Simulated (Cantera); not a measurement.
BF3 + O2 + N2 (boron, boron nitride and boron oxide)

Feed: 1 mol BF3, 9 mol O2, 31 mol N2, held at 5.10 mbar.

These are equilibrium values from Cantera (NASA tables, ideal gas, pure condensed phases), not measurements of a reactor. Candidate condensed phases: B, BN, B2O3; 31 gas species. The tables' values for BF2 are old estimates; treat these amounts as uncertain. The numbers say what is thermodynamically allowed, not how fast it happens.

| T (K) | x N2 | x O2 | x F | x BF3 | x O | x BOF | x NO |
|---|---|---|---|---|---|---|---|
| 1723 | 0.754 | 0.217 | 0.00107 | 0.0238 | 0.000371 | 0.000534 | 0.00315 |
| 1773 | 0.753 | 0.217 | 0.00169 | 0.0235 | 0.000612 | 0.000843 | 0.00376 |
| 1823 | 0.752 | 0.216 | 0.00260 | 0.0230 | 0.000981 | 0.00130 | 0.00444 |
| 1873 | 0.751 | 0.214 | 0.00389 | 0.0224 | 0.00153 | 0.00194 | 0.00520 |
| 1923 | 0.749 | 0.213 | 0.00566 | 0.0214 | 0.00234 | 0.00282 | 0.00603 |
| 1973 | 0.747 | 0.211 | 0.00803 | 0.0202 | 0.00348 | 0.00401 | 0.00693 |
| 2023 | 0.744 | 0.208 | 0.0111 | 0.0186 | 0.00509 | 0.00554 | 0.00788 |
| 2073 | 0.740 | 0.204 | 0.0149 | 0.0166 | 0.00728 | 0.00745 | 0.00889 |
| 2123 | 0.736 | 0.200 | 0.0195 | 0.0142 | 0.0102 | 0.00971 | 0.00994 |
| 2173 | 0.731 | 0.195 | 0.0245 | 0.0115 | 0.0141 | 0.0122 | 0.0110 |
x: gas mole fraction; nothing condenses.

From 1723 K to 2173 K nothing is condensed. The main B-bearing gas is BF3 at 1723 K and BOF at 2173 K.
